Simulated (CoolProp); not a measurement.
Fluorine along the isobar 0.863 MPa: density (kg/m³) from the reference equation and from simpler models built on Tc = 144.4 K, pc = 5.240 MPa, ω = 0.045; each cubic takes its own stable root.

The numbers come from the reference Helmholtz-energy equation of state, de Reuck 1990 in CoolProp.

| T (K) | phase | reference | ideal gas | Soave-Redlich-Kwong | Peng-Robinson |
|---|---|---|---|---|---|
| 140.1 | gas | 30.03 | 28.15 | 30.08 | 30.28 |
| 153.2 | gas | 27.00 | 25.74 | 27.05 | 27.22 |
| 166.2 | gas | 24.60 | 23.73 | 24.65 | 24.79 |
| 179.3 | gas | 22.62 | 22.00 | 22.65 | 22.77 |
| 192.4 | gas | 20.95 | 20.50 | 20.97 | 21.07 |
| 205.5 | gas | 19.53 | 19.19 | 19.54 | 19.62 |
| 218.6 | gas | 18.30 | 18.04 | 18.30 | 18.37 |
| 231.7 | gas | 17.21 | 17.02 | 17.21 | 17.27 |
